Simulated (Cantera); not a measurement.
Input: 1 mol SO2, held at 825 K and 1 atm.

Cantera equilibrium calculation (NASA polynomials, part measured and part estimated; ideal gas, pure solids and liquids). Candidate condensed phases: S; 10 gas species. Rates play no part.

**Question.** What is the equilibrium state?

**Answer.** 
```json
{
 "x(SO2)": "1.000",
 "gas_amount": "1.000 mol",
 "log10 activity of S(l) (absent)": "-3.59"
}
```
